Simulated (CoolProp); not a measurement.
Saturation properties of CHF3 (R23) (Tc = 26.1 °C, pc = 4.832 MPa, ω = 0.263).

Model: reference Helmholtz-energy equation of state, Penoncello 2003, in CoolProp.

```json
[
 {"T (°C)": "-45.75", "p (MPa)": "0.5675", "enthalpy of vaporisation (kJ/kg)": "205.5", "liquid cp (kJ/(kg K))": "1.343", "vapour Z": "0.8712", "surface tension (mN/m)": "10.2"},
 {"T (°C)": "-43.45", "p (MPa)": "0.6204", "enthalpy of vaporisation (kJ/kg)": "202.9", "liquid cp (kJ/(kg K))": "1.353", "vapour Z": "0.8635", "surface tension (mN/m)": "9.76"},
 {"T (°C)": "-41.05", "p (MPa)": "0.6794", "enthalpy of vaporisation (kJ/kg)": "200.2", "liquid cp (kJ/(kg K))": "1.365", "vapour Z": "0.8551", "surface tension (mN/m)": "9.34"},
 {"T (°C)": "-38.65", "p (MPa)": "0.7426", "enthalpy of vaporisation (kJ/kg)": "197.4", "liquid cp (kJ/(kg K))": "1.378", "vapour Z": "0.8465", "surface tension (mN/m)": "8.92"},
 {"T (°C)": "-36.25", "p (MPa)": "0.8101", "enthalpy of vaporisation (kJ/kg)": "194.6", "liquid cp (kJ/(kg K))": "1.392", "vapour Z": "0.8374", "surface tension (mN/m)": "8.50"},
 {"T (°C)": "-33.85", "p (MPa)": "0.8820", "enthalpy of vaporisation (kJ/kg)": "191.7", "liquid cp (kJ/(kg K))": "1.406", "vapour Z": "0.8281", "surface tension (mN/m)": "8.09"},
 {"T (°C)": "-31.55", "p (MPa)": "0.9554", "enthalpy of vaporisation (kJ/kg)": "188.8", "liquid cp (kJ/(kg K))": "1.421", "vapour Z": "0.8188", "surface tension (mN/m)": "7.69"},
 {"T (°C)": "-29.15", "p (MPa)": "1.037", "enthalpy of vaporisation (kJ/kg)": "185.7", "liquid cp (kJ/(kg K))": "1.438", "vapour Z": "0.8087", "surface tension (mN/m)": "7.29"},
 {"T (°C)": "-26.75", "p (MPa)": "1.123", "enthalpy of vaporisation (kJ/kg)": "182.5", "liquid cp (kJ/(kg K))": "1.456", "vapour Z": "0.7982", "surface tension (mN/m)": "6.88"},
 {"T (°C)": "-24.35", "p (MPa)": "1.215", "enthalpy of vaporisation (kJ/kg)": "179.2", "liquid cp (kJ/(kg K))": "1.476", "vapour Z": "0.7873", "surface tension (mN/m)": "6.48"},
 {"T (°C)": "-21.95", "p (MPa)": "1.312", "enthalpy of vaporisation (kJ/kg)": "175.8", "liquid cp (kJ/(kg K))": "1.498", "vapour Z": "0.7760", "surface tension (mN/m)": "6.09"},
 {"T (°C)": "-19.65", "p (MPa)": "1.411", "enthalpy of vaporisation (kJ/kg)": "172.4", "liquid cp (kJ/(kg K))": "1.520", "vapour Z": "0.7647", "surface tension (mN/m)": "5.72"},
 {"T (°C)": "-17.25", "p (MPa)": "1.519", "enthalpy of vaporisation (kJ/kg)": "168.8", "liquid cp (kJ/(kg K))": "1.546", "vapour Z": "0.7525", "surface tension (mN/m)": "5.33"},
 {"T (°C)": "-14.85", "p (MPa)": "1.634", "enthalpy of vaporisation (kJ/kg)": "165.0", "liquid cp (kJ/(kg K))": "1.575", "vapour Z": "0.7398", "surface tension (mN/m)": "4.95"}
]
```

It boils at -82.0 °C under 1 atm.

Surface tension comes from a separate correlation (Mulero 2012).
